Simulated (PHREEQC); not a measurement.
**Acid rinse or clean (model solution)**

Make-up at 79 °C: 0.015 mol/kgw HBr, 7.2e-05 mol/kgw FeCl3 and 8.6e-05 mol/kgw MgCl2. Closed to the air; pH follows from the charge balance.

All values are PHREEQC results (ion-association model, phreeqc.dat), not measurements.

Each row changes one thing in this solution. This is a speciation only: nothing precipitates in the calculation.

| case | pH | ionic strength (mol/kgw) | FeOH+2 (mol/kgw) | Fe+3 (mol/kgw) | Fe(OH)2+ (mol/kgw) | FeCl+2 (mol/kgw) | SI of Goethite (FeOOH) | SI of Hematite (Fe2O3) |
|---|---|---|---|---|---|---|---|---|
| as made | 1.87 | 0.0156 | 5.38e-5 | 1.28e-5 | 5.01e-6 | 3.27e-7 | +2.89 | +8.00 |
| MgCl2 from 8.6e-05 to 0.000172 mol/kgw | 1.87 | 0.0158 | 5.37e-5 | 1.28e-5 | 4.99e-6 | 4.70e-7 | +2.89 | +8.00 |
| HBr replaced by NH4Br at the same molality | 3.91 | 0.0155 | 6.46e-6 | 1.42e-8 | 6.51e-5 | 3.64e-10 | +6.04 | +14.30 |
| HBr left out | 3.87 | 0.000479 | 5.21e-6 | 8.45e-9 | 6.63e-5 | 3.60e-10 | +6.05 | +14.33 |
| diluted 5-fold with water | 2.55 | 0.00311 | 9.11e-6 | 3.64e-7 | 4.93e-6 | 2.53e-9 | +3.59 | +9.39 |
| diluted 2-fold with water | 2.16 | 0.00777 | 2.74e-5 | 3.01e-6 | 5.52e-6 | 4.45e-8 | +3.24 | +8.69 |
| temperature from 79 to 40 °C | 1.87 | 0.0156 | 2.86e-5 | 4.20e-5 | 8.30e-7 | 4.16e-7 | +2.31 | +6.70 |

Complexes and solids missing from the database can't appear. Some of these states are supersaturated (in Hematite (slow to form), Goethite (slow to form), for instance). Away from 25 °C the constants follow the database's enthalpies or fits; those with neither stay at their 25 °C values.
